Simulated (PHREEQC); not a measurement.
Consider water at 25 °C with 0.0037 mol NH4HF2 and 0.0022 mol (NH4)2SiF6 per kg of water. Closed to the air; pH follows from the charge balance.

Model: ion-association model, phreeqc.dat, run in PHREEQC.

No solid was allowed to form.

### Question
Order these F species by the share of F that they hold, largest first: HF2-, HF, F-, SiF6-2.

### Answer
SiF6-2 (64 %), F- (21 %), HF (15 %), HF2- (0.49 %)

The pH is 3.27 and the ionic strength 0.0109 mol/kgw. SiF6-2 is the database's only silicon fluoride.
